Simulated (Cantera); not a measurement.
## Thermodynamics of nitride etching, feed BN + O2 + Cl2

A closed system holds: 1 mol BN, a varied amount of O2, 13 mol Cl2, equilibrated at 700 °C and 4.10 Pa.

Method: chemical equilibrium by Gibbs-energy minimisation in Cantera with the NASA 1993 tables (ideal gas, pure condensed phases). Candidate condensed phases: B, BN, B2O3; 25 gas species. The tables' values for BOCl are old estimates; treat these amounts as uncertain. Kinetics and transport are ignored.

| n(O2) (mol) | x Cl2 | x O2 | x Cl | x N2 | x BCl3 | x B3O3Cl3 | x BOCl | n B2O3(l) |
|---|---|---|---|---|---|---|---|---|
| 0.5 | 0.901 | 1.95e-8 | 0.0381 | 0.0368 | 0.0205 | 0.00406 | 3.81e-5 | 0.278 |
| 0.72 | 0.922 | 3.50e-7 | 0.0386 | 0.0364 | 0.00242 | 0.000481 | 1.87e-5 | 0.473 |
| 1 | 0.908 | 0.0178 | 0.0383 | 0.0357 | 6.99e-7 | 1.39e-7 | 1.24e-6 | 0.500 |
| 1.5 | 0.876 | 0.0516 | 0.0376 | 0.0344 | 2.99e-7 | 5.92e-8 | 9.32e-7 | 0.500 |
| 2.2 | 0.835 | 0.0952 | 0.0367 | 0.0328 | 1.76e-7 | 3.48e-8 | 7.81e-7 | 0.500 |
| 3.1 | 0.788 | 0.146 | 0.0356 | 0.0310 | 1.17e-7 | 2.32e-8 | 6.82e-7 | 0.500 |
| 4.5 | 0.724 | 0.214 | 0.0342 | 0.0285 | 7.72e-8 | 1.53e-8 | 5.94e-7 | 0.500 |
| 6.4 | 0.652 | 0.290 | 0.0324 | 0.0257 | 5.24e-8 | 1.04e-8 | 5.22e-7 | 0.500 |
| 9.2 | 0.568 | 0.379 | 0.0303 | 0.0224 | 3.49e-8 | 6.93e-9 | 4.56e-7 | 0.500 |
| 13 | 0.484 | 0.469 | 0.0279 | 0.0191 | 2.34e-8 | 4.64e-9 | 3.99e-7 | 0.500 |
| 19 | 0.392 | 0.568 | 0.0251 | 0.0155 | 1.48e-8 | 2.93e-9 | 3.42e-7 | 0.500 |
x: gas mole fraction; n: condensed amount in mol.

From 0.5 mol O2 to 19 mol O2 the condensed part is B2O3(l).
